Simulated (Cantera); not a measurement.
A Cantera script and what it prints.

```python
import numpy as np
import cantera as ct

gas_names = """
    CL CLO CL2 N NO NO2 NO3 N2 N2O O O2 O3 Si SiCL SiCL2 SiCL3 SiCL4 SiN SiO SiO2 Si2 Si2N Si3
""".split()
cond_names = """
    Si(cr) Si(L) SiO2(Lqz) SiO2(hqz) SiO2(L) Si2N2O(s) Si3N4(a)
""".split()


def load(file, names, dense=False):
    # The tables refer to 1 bar. Condensed volumes are neglected.
    table = {s.name: s for s in ct.Species.list_from_file(file)}
    out = []
    for n in names:
        d = dict(table[n].input_data)
        d["thermo"] = dict(d["thermo"], **{"reference-pressure": 1e5})
        if dense:
            d["equation-of-state"] = {"model": "constant-volume", "density": "1e6 g/cm^3"}
        out.append(ct.Species.from_dict(d))
    return out


gas = ct.Solution(thermo="ideal-gas", species=load("nasa_gas.yaml", gas_names))
cond = {s.name: ct.Solution(thermo="fixed-stoichiometry", species=[s], name=s.name)
        for s in load("nasa_condensed.yaml", cond_names, dense=True)}
atoms = {
    'SiCl4': {'Si': 1, 'CL': 4},
    'O3': {'O': 3},
    'N2': {'N': 2},
    'NO': {'N': 1, 'O': 1},
}
top_T = {'Si2N2O(s)': 2100, 'Si3N4(a)': 2400}  # K; cautious upper limits of use, not melting points


def equilibrate(T, P, feed):
    n = {}
    for name, mol in feed.items():
        for a, k in atoms[name].items():
            n[a] = n.get(a, 0.0) + k * mol
    gas.TPX = T, P, n
    mass = sum(n.values()) * gas.mean_molecular_weight
    gas.equilibrate("TP")
    valid = [c for c in cond.values() if c.min_temp <= T <= top_T.get(c.name, c.max_temp)]
    mix = ct.Mixture([(gas, mass / gas.mean_molecular_weight)] + [(c, 0.0) for c in valid])
    mix.T, mix.P = T, P
    mix.equilibrate("TP", solver="vcs", rtol=1e-11, max_steps=5000)
    return mix


results = []
feed = {'SiCl4': 1, 'O3': 8, 'N2': 1.4, 'NO': 6.4}  # mol
T = 1273.15  # K
P = 640  # Pa
mix = equilibrate(T, P, feed)
results.append((T, P, feed, dict(zip(mix.species_names, mix.species_moles))))
x = sorted(zip(gas.X, gas.species_names), reverse=True)
print(f"T = {T:g} K  P = {P:g} Pa  gas = {mix.phase_moles(0):.4g} mol")
print("   x: " + "  ".join(f"{s} {v:.3e}" for v, s in x if v > 0.001))
print("   condensed (mol): " + ("  ".join(f"{mix.phase(i).name} {mix.phase_moles(i):.4g}"
      for i in range(1, mix.n_phases) if mix.phase_moles(i) > 1e-12) or "none"))
```

Result:

```
T = 1273.15 K  P = 640 Pa  gas = 21.16 mol
   x: O2 6.710e-01  N2 2.173e-01  CL2 7.758e-02  CL 3.382e-02
   condensed (mol): SiO2(hqz) 1
```

Method: chemical equilibrium by Gibbs-energy minimisation in Cantera with the NASA 1993 tables (ideal gas, pure condensed phases). The tables hold silica as quartz up to 1696 K and as liquid above; real silica turns to tridymite and cristobalite and melts near 1996 K.
